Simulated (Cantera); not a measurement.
A freely propagating, adiabatic, planar premixed flame of 28.1 % H2, 15.6 % O2, 56.2 % N2, equivalence ratio 0.90, unburnt at 500 K and 1.90 bar; mixture-averaged transport, grid criteria slope 0.08 and curve 0.16, no radiation.

Cantera simulation using the H2/O2 subset of GRI-Mech 3.0, which has no nitrogen chemistry; the numbers are that mechanism's predictions, not measurements. Burning velocities carry a grid error of a few per cent, more on coarse grids.

x: mole fraction of selected species; z is measured from the peak of heat release.

```
z (mm)   T (K)  u (m/s)    x H2    x O2   x H2O2     x OH     x H2O  x HO2
-------  -----  -------  ------  ------  -------  -------  --------  -----
-0.550     500     5.03   0.281   0.156    <1e-8    <1e-8     <1e-8  <1e-8
-0.367     500     5.03   0.281   0.156    <1e-8    <1e-8     <1e-8  <1e-8
-0.275     500     5.03   0.281   0.156    <1e-8    <1e-8   2.80e-8  <1e-8
-0.183     500     5.03   0.281   0.156    <1e-8    <1e-8   1.23e-6      …
-0.0917    521     5.18   0.272   0.158  8.16e-6  2.08e-5  0.000746      …
-0.0459    779     7.50   0.230   0.153  5.79e-5  0.00105    0.0233      …
0         1253     11.6   0.140   0.117  1.50e-5  0.00359     0.107      …
0.0459    1587     14.6  0.0641  0.0640  4.58e-6   0.0101     0.200      …
0.0917    1759     16.1  0.0409  0.0433  2.55e-6   0.0146     0.234      …
0.183     1935     17.5  0.0336  0.0349  1.35e-6   0.0175     0.251      …
0.367     2101     18.8  0.0286  0.0305  8.01e-7   0.0182     0.266      …
0.734     2244     19.9  0.0221  0.0267  5.53e-7   0.0171     0.281      …
1.47      2352     20.7  0.0155  0.0238  4.36e-7   0.0148     0.294      …
```

What belongs in the gaps?


- -0.183, x HO2: 3.56e-7
- -0.0917, x HO2: 0.000228
- -0.0459, x HO2: 0.000443
- 0, x HO2: 0.000184
- 0.0459, x HO2: 8.50e-5
- 0.0917, x HO2: 4.94e-5
- 0.183, x HO2: 3.08e-5
- 0.367, x HO2: 1.93e-5
- 0.734, x HO2: 1.15e-5
- 1.47, x HO2: 7.25e-6
